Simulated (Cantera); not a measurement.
A Cantera script and its output.

```python
import numpy as np
import cantera as ct

gas = ct.Solution("gri30.yaml")


def delay(T, t_max=10):
    gas.TPX = T, 100000, {'CO': 1, 'H2': 0.28, 'CH4': 0.32, 'O2': 1.88, 'N2': 7.08}
    reactor = ct.IdealGasConstPressureReactor(gas, clone=False)
    net = ct.ReactorNet([reactor])
    net.rtol, net.atol = 1e-8, 1e-16
    while net.time < t_max:
        t_old, T_old = net.time, reactor.T
        net.step()
        if reactor.T > T + 400:  # ignition: a rise of 400 K
            return t_old + (T + 400 - T_old) / (reactor.T - T_old) * (net.time - t_old)
    return np.nan


taus = []
for T in [1175, 1250, 1325, 1400, 1475]:
    taus.append(delay(T))
    print(f"T0 = {T:6g} K   tau = {taus[-1]:.4e} s")

# d ln(tau) / d ln(k), from doubling and halving each rate constant
T, sens = 1325, []
for i in range(gas.n_reactions):
    gas.set_multiplier(2.0, i)
    up = delay(T)
    gas.set_multiplier(0.5, i)
    down = delay(T)
    gas.set_multiplier(1.0, i)
    sens.append((np.log(up / down) / np.log(4.0), gas.reaction(i).equation))
sens.sort(key=lambda x: -abs(x[0]))
print(f"sensitivities at {T} K")
for s, eq in sens[:10]:
    print(f"{s:8.3f}  {eq}")
```

Result:

```
T0 =   1175 K   tau = 7.1017e-04 s
T0 =   1250 K   tau = 3.8949e-04 s
T0 =   1325 K   tau = 2.3513e-04 s
T0 =   1400 K   tau = 1.5395e-04 s
T0 =   1475 K   tau = 1.0741e-04 s
sensitivities at 1325 K
  -1.267  H + O2 <=> O + OH
   0.592  CH4 + OH <=> CH3 + H2O
  -0.433  H2 + OH <=> H + H2O
   0.421  CH4 + H <=> CH3 + H2
  -0.270  H2 + O <=> H + OH
  -0.188  CO + OH <=> CO2 + H
  -0.169  CH3 + HO2 <=> CH3O + OH
   0.133  CH3 + H (+M) <=> CH4 (+M)
   0.112  2 CH3 (+M) <=> C2H6 (+M)
   0.108  CH4 + O <=> CH3 + OH
```

Computed with Cantera and GRI-Mech 3.0 (53 species, 325 reactions).
